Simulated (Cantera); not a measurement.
A closed system holds: 1 mol C2H2, 3.1 mol H2O, 6 mol H2, equilibrated at 2550 °C and 101000 Pa.

Method: chemical equilibrium by Gibbs-energy minimisation in Cantera with the NASA 1993 tables (ideal gas, pure condensed phases). Candidate condensed phases: C, C6H6, C7H8, C8H18, H2O; 110 gas species. The numbers say what is thermodynamically allowed, not how fast it happens.

Base state: H2 0.683, CO 0.156, H2O 0.0821, H 0.0728, CO2 0.00268, OH 0.00251, O 0.000168 (mole fractions); condensed: gas only.

What changes in the equilibrium state with this change: temperature from 2550 °C to 1127 °C?


```tsv
species	before	after
H2	0.683	0.752
CO	0.156	0.157
H2O	0.0821	0.0829
H	0.0728	4.19e-6
CO2	0.00268	0.00799
OH	0.00251	9.18e-9
O	0.000168	<1e-9
CH4	<1e-9	1.33e-5
```

What changes in the equilibrium state with this change: temperature from 2550 °C to 2450 °C?


| species | before | after |
|---|---|---|
| H2 | 0.683 | 0.702 |
| CO | 0.156 | 0.158 |
| H2O | 0.0821 | 0.0840 |
| H | 0.0728 | 0.0516 |
| O | 0.000168 | 7.54e-5 |
| OH | 0.00251 | 0.00162 |
| CO2 | 0.00268 | 0.00279 |

What changes in the equilibrium state with this change: pressure from 101000 Pa to 24000 Pa?


```json
[
 {"species": "H2", "before": "0.683", "after": "0.623"},
 {"species": "CO", "before": "0.156", "after": "0.150"},
 {"species": "H", "before": "0.0728", "after": "0.143"},
 {"species": "H2O", "before": "0.0821", "after": "0.0757"},
 {"species": "O2", "before": "8.07e-6", "after": "3.49e-5"},
 {"species": "O", "before": "0.000168", "after": "0.000717"},
 {"species": "OH", "before": "0.00251", "after": "0.00499"},
 {"species": "CO2", "before": "0.00268", "after": "0.00260"}
]
```
